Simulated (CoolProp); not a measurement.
The fluid at 293.15 K and 1.97 MPa flows at 0.38 m/s in a round tube of 12.7 mm bore and 1.5 µm roughness, fully developed (64/Re and Nu = 3.66 if laminar; Colebrook and Gnielinski if turbulent). The same conditions are run with several fluids, on thermodynamics alone (safety and materials aside).

Computed with CoolProp (reference Helmholtz-energy equation of state of each fluid (C3F8 (R218): Lemmon 2006; R143a: Lemmon and Jacobsen 2000; c-C4F8 (RC318): Platzer 1990; o-xylene: Zhou 2012; R142b: Lemmon 2006)). The equations of Platzer and Polt are older, rougher fits.

Question: Rank C3F8 (R218), R143a, c-C4F8 (RC318), o-xylene, R142b by Reynolds number, highest first.

Answer: R143a (38700), C3F8 (R218) (34800), R142b (21900), c-C4F8 (RC318) (18100), o-xylene (5160)

```json
[
 {"fluid": "C3F8 (R218)", "Darcy friction factor": "0.0230", "pressure drop (Pa/m)": "179", "heat-transfer coefficient (W/(m² K))": "755", "mass flow (kg/h)": "237"},
 {"fluid": "R143a", "Darcy friction factor": "0.0225", "pressure drop (Pa/m)": "123", "heat-transfer coefficient (W/(m² K))": "996", "mass flow (kg/h)": "166"},
 {"fluid": "c-C4F8 (RC318)", "Darcy friction factor": "0.0268", "pressure drop (Pa/m)": "233", "heat-transfer coefficient (W/(m² K))": "705", "mass flow (kg/h)": "265"},
 {"fluid": "o-xylene", "Darcy friction factor": "0.0372", "pressure drop (Pa/m)": "186", "heat-transfer coefficient (W/(m² K))": "500", "mass flow (kg/h)": "153"},
 {"fluid": "R142b", "Darcy friction factor": "0.0256", "pressure drop (Pa/m)": "164", "heat-transfer coefficient (W/(m² K))": "832", "mass flow (kg/h)": "196"}
]
```

Transport values come from each fluid's own correlations; those of C3F8 (R218), R143a, c-C4F8 (RC318), R142b are estimates that may be off by 10 % or more.
